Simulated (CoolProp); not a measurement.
Vapour-liquid equilibrium of R125 (1) + R115 (2) at -7.15 °C; x and y are mole fractions of (1).

Computed with CoolProp (multi-fluid Helmholtz-energy mixture model, Lemmon 2005 and Lemmon 2016; pair parameters Bell 2016).

```csv
x,bubble pressure (kPa),y at the bubble point,dew pressure at overall composition x (kPa),liquid density (mol/L)
0.05,375.9,0.107,361.5,9.301
0.2,437.6,0.328,400.6,9.495
0.35,480.3,0.475,443.9,9.722
0.5,509.8,0.590,487.3,9.989
0.65,529.1,0.696,521.8,10.30
0.8,538.6,0.808,538.3,10.67
0.95,536.0,0.945,535.6,11.11
```

y crosses x between x = 0.8 and 0.95: the model has an azeotrope there.

Pair parameters are fitted to limited data, so mixtures are less certain than the pure fluids.
